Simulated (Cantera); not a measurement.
Input: 1 mol Al, 0.029 mol H2O, 0.089 mol N2, held at 0.0100 bar.

Cantera equilibrium calculation (NASA polynomials, part measured and part estimated; ideal gas, pure solids and liquids). Candidate condensed phases: Al, AlN, Al2O3, H2O; 35 gas species. Mutual solubility and eutectic melting of coexisting phases are not modelled. The numbers say what is thermodynamically allowed, not how fast it happens.

x: gas mole fraction; n: condensed amount in mol.

```csv
T (K),x H2,x Al2O,x Al,x H,x AlH,x Al2,n Al(s),n AlN(s),n Al2O3(s),n Al(l)
798,1.00,<1e-12,<1e-12,2.67e-11,___,<1e-12,0.803,0.178,0.00967,0
948,1.00,1.64e-11,6.39e-10,5.24e-9,___,<1e-12,0,0.178,0.00967,0.803
1098,1.000,1.33e-8,1.46e-7,2.47e-7,___,<1e-12,0,0.178,0.00967,0.803
1248,1.000,2.05e-6,8.81e-6,4.67e-6,___,1.24e-10,0,0.178,0.00967,0.803
1398,1.000,0.000103,0.000217,4.73e-5,___,1.27e-8,0,0.178,0.00967,0.803
1548,0.994,0.00237,0.00284,0.000307,___,5.13e-7,0,0.178,0.00964,0.802
1698,0.944,0.0303,0.0233,0.00140,___,1.06e-5,0,0.178,0.00936,0.801
```

Problem. Complete the blanks.

Solution. 
- 798, x AlH: 5.62e-12
- 948, x AlH: 2.31e-9
- 1098, x AlH: 1.49e-7
- 1248, x AlH: 3.46e-6
- 1398, x AlH: 4.01e-5
- 1548, x AlH: 0.000285
- 1698, x AlH: 0.00138
